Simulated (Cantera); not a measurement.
Thermodynamics of thermal oxidation and active oxidation of silicon, feed Si + O₂ + N₂ + Cl₂

Charge: 1 mol Si, 0.0036 mol O₂, 22 mol N₂, 0.001 mol Cl₂, held at 0.130 Pa.

Method: chemical equilibrium by Gibbs-energy minimisation in Cantera with the NASA 1993 tables (ideal gas, pure condensed phases). Candidate condensed phases: Si, SiO₂, Si₂N₂O, Si₃N₄; 23 gas species. N₂ is the only nitrogen source here; it is nearly inert below about 1500 K, so the nitride shown seldom forms there in practice. Mutual solubility and eutectic melting of coexisting phases are not modelled. The tables' values for SiN, SiCl are old estimates; treat these amounts as uncertain. Rates play no part.

```json
[
 {"T (K)": "1000", "log p N₂": "-5.89", "log p Si": "<-17", "log p SiO": "-15.69", "log p Cl": "-12.33", "log p Si₂": "<-17", "log p SiCl₂": "-10.36", "n Si₂N₂O(s)": "0.00720", "n Si₃N₄(s)": "0.328", "n Si(s)": "0"},
 {"T (K)": "1100", "log p N₂": "-5.89", "log p Si": "-15.71", "log p SiO": "-12.91", "log p Cl": "-11.86", "log p Si₂": "<-17", "log p SiCl₂": "-10.22", "n Si₂N₂O(s)": "0.00720", "n Si₃N₄(s)": "0.328", "n Si(s)": "0"},
 {"T (K)": "1200", "log p N₂": "-5.89", "log p Si": "-12.96", "log p SiO": "-10.60", "log p Cl": "-11.51", "log p Si₂": "<-17", "log p SiCl₂": "-10.23", "n Si₂N₂O(s)": "0.00678", "n Si₃N₄(s)": "0.328", "n Si(s)": "0"},
 {"T (K)": "1300", "log p N₂": "-5.89", "log p Si": "-10.64", "log p SiO": "-9.36", "log p Cl": "-11.22", "log p Si₂": "-14.53", "log p SiCl₂": "-10.24", "n Si₂N₂O(s)": "0", "n Si₃N₄(s)": "0.330", "n Si(s)": "0"},
 {"T (K)": "1400", "log p N₂": "-5.89", "log p Si": "-9.08", "log p SiO": "-9.37", "log p Cl": "-10.79", "log p Si₂": "-12.31", "log p SiCl₂": "-10.32", "n Si₂N₂O(s)": "0", "n Si₃N₄(s)": "0", "n Si(s)": "0.978"},
 {"T (K)": "1500", "log p N₂": "-5.89", "log p Si": "-7.98", "log p SiO": "-9.37", "log p Cl": "-10.39", "log p Si₂": "-10.87", "log p SiCl₂": "-10.57", "n Si₂N₂O(s)": "0", "n Si₃N₄(s)": "0", "n Si(s)": "0.811"},
 {"T (K)": "1600", "log p N₂": "-5.91", "log p Si": "-7.25", "log p SiO": "-9.39", "log p Cl": "-10.14", "log p Si₂": "-10.10", "log p SiCl₂": "-11.26", "n Si₂N₂O(s)": "0", "n Si₃N₄(s)": "0", "n Si(s)": "0"},
 {"T (K)": "1700", "log p N₂": "-5.91", "log p Si": "-7.25", "log p SiO": "-9.39", "log p Cl": "-9.98", "log p Si₂": "-10.69", "log p SiCl₂": "-12.61", "n Si₂N₂O(s)": "0", "n Si₃N₄(s)": "0", "n Si(s)": "0"},
 {"T (K)": "1800", "log p N₂": "-5.91", "log p Si": "-7.25", "log p SiO": "-9.39", "log p Cl": "-9.95", "log p Si₂": "-11.22", "log p SiCl₂": "-14.05", "n Si₂N₂O(s)": "0", "n Si₃N₄(s)": "0", "n Si(s)": "0"},
 {"T (K)": "1900", "log p N₂": "-5.91", "log p Si": "-7.25", "log p SiO": "-9.39", "log p Cl": "-9.95", "log p Si₂": "-11.70", "log p SiCl₂": "-15.37", "n Si₂N₂O(s)": "0", "n Si₃N₄(s)": "0", "n Si(s)": "0"},
 {"T (K)": "2000", "log p N₂": "-5.91", "log p Si": "-7.25", "log p SiO": "-9.39", "log p Cl": "-9.95", "log p Si₂": "-12.13", "log p SiCl₂": "-16.57", "n Si₂N₂O(s)": "0", "n Si₃N₄(s)": "0", "n Si(s)": "0"},
 {"T (K)": "2100", "log p N₂": "-5.91", "log p Si": "-7.25", "log p SiO": "-9.39", "log p Cl": "-9.95", "log p Si₂": "-12.51", "log p SiCl₂": "-17.66", "n Si₂N₂O(s)": "0", "n Si₃N₄(s)": "0", "n Si(s)": "0"}
]
```
log p: log10 of the partial pressure in bar; n: condensed amount in mol.

From 1000 K to 1200 K the condensed part is Si₂N₂O(s) + Si₃N₄(s). At 1300 K the condensed part is Si₃N₄(s). From 1400 K to 1500 K the condensed part is Si(s). From 1600 K to 2100 K nothing is condensed. The main Si-bearing gas is SiCl₂ at 1000 K and Si at 2100 K.
